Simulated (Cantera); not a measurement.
A closed system holds: 1 mol Si3N4, 0.0012 mol O2, 21 mol H2, at 0.910 bar.

Method: chemical equilibrium by Gibbs-energy minimisation in Cantera with the NASA 1993 tables (ideal gas, pure condensed phases). Candidate condensed phases: H2O, Si, SiO2, Si2N2O, Si3N4; 35 gas species. Mutual solubility and eutectic melting of coexisting phases are not modelled. The numbers say what is thermodynamically allowed, not how fast it happens.

### Question
At 1252 °C, list the 3 most abundant gas species with their mole fractions, and the condensed phases.

### Answer
H2 1.000, N2 8.45e-5, H 2.48e-5. Condensed: Si(s) + Si2N2O(s) + Si3N4(s).
